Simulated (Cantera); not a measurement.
A closed system holds: 1 mol Pb, 0.38 mol CO, 9.7 mol N₂, equilibrated at 902 °C and 0.100 bar.

Cantera equilibrium calculation (NASA polynomials, part measured and part estimated; ideal gas, pure solids and liquids). Candidate condensed phases: C, Pb, PbO, PbO₂, Pb₃O₄; 27 gas species. Rates play no part.

Base state: N₂ 0.958, CO 0.0375, Pb 0.00435 (mole fractions); condensed: C(graphite) + Pb(l).

What changes in the equilibrium state with this change: pressure from 0.100 bar to 1.33 mbar?


```json
[
 {"species": "N₂", "before": "0.958", "after": "0.875"},
 {"species": "Pb", "before": "0.00435", "after": "0.0903"},
 {"species": "CO", "before": "0.0375", "after": "0.0343"},
 {"species": "C(graphite), mol", "before": "3.86e-5", "after": "0"},
 {"species": "Pb(l), mol", "before": "0.956", "after": "0"}
]
```

What changes in the equilibrium state with this change: 2 mol H₂O added?


```tsv
species	before	after
N₂	0.958	0.799
H₂O	0	0.139
H₂	0	0.0254
CO	0.0375	0.00592
CO₂	3.81e-6	0.0254
Pb	0.00435	0.00435
C(graphite), mol	3.86e-5	0
Pb(l), mol	0.956	0.947
```
Further candidate phases: C₆H₆, C₇H₈, C₈H₁₈, H₂O.
